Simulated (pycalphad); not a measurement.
CALPHAD calculation (pycalphad, COST 507 light-alloy database (1999)), 1 atm. The data set is of 1999 and partly superseded.

Task: How does the equilibrium phase assembly of Al-4.2Si-0.27Mn (at.%) change on cooling from 1577 °C to 257 °C?

Result: 
```json
[
 {"T (°C)": "633.4", "phases above": "liquid", "phases below": "fcc + liquid"},
 {"T (°C)": "622.8", "phases above": "fcc + liquid", "phases below": "ALMNSI_ALPHA + fcc + liquid"},
 {"T (°C)": "576.3", "phases above": "ALMNSI_ALPHA + fcc + liquid", "phases below": "ALMNSI_ALPHA + diamond (Si) + fcc"}
]
```
Changes were sought between steps of 40 K, so a narrower field can be missed.

Database names, with the compositions (at.%) that they take in these runs: ALMNSI_ALPHA: Al 70 Mn 17 Si 12.
